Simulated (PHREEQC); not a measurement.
PHREEQC input (ion-association model, wateq4f.dat):

```
SOLUTION_MASTER_SPECIES
  An  An-  0  An  62.0  # stands for a non-complexing anion
SOLUTION_SPECIES
  An- = An-
    -log_k 0
    -gamma 3.0 0
PHASES
  Fix_H+
    H+ = H+
    -log_k 0
SOLUTION 1
  temp 25
  units mmol/kgw
  pH 7 charge
  Cl 0.6
  Mg 0.3
  Na 10
  An 10
END
SELECTED_OUTPUT 1
  -reset false
  -pH true
  -pe true
  -ionic_strength true
  -water true
  -totals Cl Mg Na
  -molalities Hfo_wOH Hfo_wOH2+ Hfo_wO- Hfo_sOH Hfo_sOH2+ Hfo_sO- Hfo_wOMg+
  -saturation_indices Brucite Halite
USER_PUNCH 1
  -headings sigma psi
  10 PUNCH EDL("sigma", "Hfo"), EDL("psi", "Hfo")
PRINT
  -reset false
USE solution 1
SURFACE 1
  Hfo_wOH 0.000359551 600 0.16
  Hfo_sOH 8.98876e-06
EQUILIBRIUM_PHASES 1
  Fix_H+ -4 HAn 10
    -force_equality true
  O2(g) -0.68 10
END
# ... the last block is repeated for the other 12 points of pH, with NaOH or the acid as the point needs
```

Selected output (columns that matter, 13 of 13 rows; pH added in front):

```
pH	mu	Mg	Na	m_Hfo_wOH	m_Hfo_wOH2+	m_Hfo_wO-	m_Hfo_sOH	m_Hfo_sOH2+	m_Hfo_sO-	m_Hfo_wOMg+	si_Brucite	si_Halite	sigma	psi
4	0.01112	0.0003	0.01	0.00014123	0.00021621	2.1133e-06	3.5307e-06	5.4053e-06	5.2832e-08	5.5402e-12	-12.542	-6.8981	0.22058	0.18368
4.5	0.011016	0.0003	0.01	0.00019012	0.00016439	5.037e-06	4.753e-06	4.1098e-06	1.2592e-07	4.2191e-11	-11.541	-6.8977	0.16418	0.16878
5	0.010969	0.0003	0.01	0.00022724	0.00012266	9.6442e-06	5.6811e-06	3.0666e-06	2.411e-07	3.1504e-10	-10.541	-6.8975	0.11644	0.15131
5.5	0.010943	0.0003	0.01	0.00025148	9.2384e-05	1.5683e-05	6.2871e-06	2.3096e-06	3.9207e-07	2.3736e-09	-9.5405	-6.8974	0.079025	0.13162
6	0.010927	0.00029998	0.01	0.00026513	7.2046e-05	2.2352e-05	6.6287e-06	1.8012e-06	5.5883e-07	1.8515e-08	-8.5404	-6.8973	0.051217	0.10978
6.5	0.010916	0.00029985	0.01	0.00027171	5.9056e-05	2.8638e-05	6.7955e-06	1.477e-06	7.1624e-07	1.5172e-07	-7.5405	-6.8973	0.031492	0.085944
7	0.010905	0.00029871	0.01	0.0002738	5.0368e-05	3.4096e-05	6.8696e-06	1.2637e-06	8.5547e-07	1.2893e-06	-6.5421	-6.8973	0.018062	0.060651
7.5	0.010886	0.00028999	0.010011	0.00026831	4.0282e-05	4.0942e-05	6.9e-06	1.0359e-06	1.0529e-06	1.0012e-05	-5.5549	-6.8967	0.0093832	0.036294
8	0.010853	0.00025466	0.010087	0.00023336	2.0764e-05	6.0084e-05	6.6759e-06	5.94e-07	1.7188e-06	4.5338e-05	-4.6112	-6.8933	0.0049183	0.020156
8.5	0.010803	0.00020113	0.010198	0.00015675	5.7317e-06	9.8203e-05	5.4049e-06	1.9764e-07	3.3862e-06	9.8866e-05	-3.7136	-6.8883	0.003222	0.013424
9	0.010767	0.00015706	0.010295	7.9451e-05	1.0625e-06	0.0001361	3.297e-06	4.4092e-08	5.6477e-06	0.00014294	-2.8215	-6.8841	0.0023086	0.0096871
9.5	0.010765	0.0001319	0.010371	3.2235e-05	1.4965e-07	0.00015906	1.5135e-06	7.0264e-09	7.4682e-06	0.0001681	-1.8998	-6.8809	0.0017329	0.0072906
10	0.010829	0.00012104	0.010471	1.1429e-05	1.7692e-08	0.00016915	5.6887e-07	8.8058e-10	8.419e-06	0.00017895	-0.9454	-6.877	0.0014121	0.0059301
```
